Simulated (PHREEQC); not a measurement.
A solution holds 0.022 mol HF, 0.0089 mol (NH4)2SiF6, 4.4e-05 mol HBF4 and 0.021 mol CO2 per kg of water, at 25 °C. Closed to the air; pH follows from the charge balance.

Equilibrium calculation in PHREEQC: ion-association model, phreeqc.dat.

This is a speciation only: nothing precipitates in the calculation.

Question: Estimate the pH, ionic strength.

Answer: pH 2.44; ionic strength 0.0309 mol/kgw.

Question: In which forms is B present?

Answer: BF4- 98 %, BF3OH- 2.0 % of the B.

Carbamate, which ammonia and carbonate form, is missing from the database. SiF6-2 is the database's only silicon fluoride. Real BF4- forms and hydrolyses slowly; the run takes it at equilibrium.
